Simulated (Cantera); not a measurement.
**Low-pressure radical oxidation in H2/O2**

An isothermal, constant-pressure homogeneous reactor starts with 1.88 % H₂, 60.6 % O₂, 37.6 % N₂, at 1225 K and 420 Pa.

Cantera simulation using the H2/O2 subset of GRI-Mech 3.0, which has no nitrogen chemistry; the numbers are that mechanism's predictions, not measurements. Radical loss at walls, strong at low pressure, is not modelled.

| t (s) | x H₂ | x O₂ | x HO₂ | x OH | x H₂O₂ | x H |
|---|---|---|---|---|---|---|
| 2.00e-6 | 0.0188 | 0.606 | 1.05e-11 | <1e-12 | <1e-12 | 1.04e-11 |
| 1.72e-5 | 0.0188 | 0.606 | 9.00e-11 | 3.85e-12 | <1e-12 | 8.61e-11 |
| 0.000148 | 0.0188 | 0.606 | 7.74e-10 | 2.20e-10 | <1e-12 | 5.66e-10 |
| 0.00127 | 0.0188 | 0.606 | 6.66e-9 | 7.19e-9 | 2.48e-12 | 3.73e-9 |
| 0.0110 | 0.0183 | 0.605 | 2.21e-7 | 0.000166 | 4.10e-10 | 7.23e-5 |
| 0.0942 | 0.000200 | 0.590 | 3.95e-7 | 0.00145 | 9.73e-9 | 0.00185 |
| 0.811 | 0.000118 | 0.595 | 3.28e-7 | 0.00112 | 9.54e-9 | 0.000809 |
| 6.97 | 1.10e-5 | 0.601 | 9.99e-8 | 0.000343 | 5.14e-9 | 2.19e-5 |
| 60.0 | 2.98e-7 | 0.602 | 7.28e-9 | 5.67e-5 | 5.98e-10 | 9.74e-8 |
x: mole fraction; the columns are a selection and need not sum to one.

Equilibrium at this temperature and pressure: H₂ 8.02e-9, O₂ 0.602, HO₂ 4.30e-9, OH 9.32e-6, H₂O₂ 2.84e-11, H 4.34e-10 (gas phase only).
